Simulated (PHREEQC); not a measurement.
A solution holds 0.0185 mol/kgw Li2CO3 and 0.00096 mol/kgw Fe(NO3)3, at 58 °C. Closed to the air; pH follows from the charge balance.

Model: ion-association model, wateq4f.dat, run in PHREEQC.

Precipitation was switched off in this run.

### Question
What pH, ionic strength does the model give?

### Answer
pH 10.25; ionic strength 0.0498 mol/kgw.

### Question
In which forms is Fe present?

### Answer
Fe(OH)4- 98 %, Fe(OH)3 1.5 % of the Fe.

The solution is supersaturated, for example in Hematite (slow to form), Goethite (slow to form), so a real one may precipitate; this is no full list. Constants without temperature data keep their 25 °C values here.
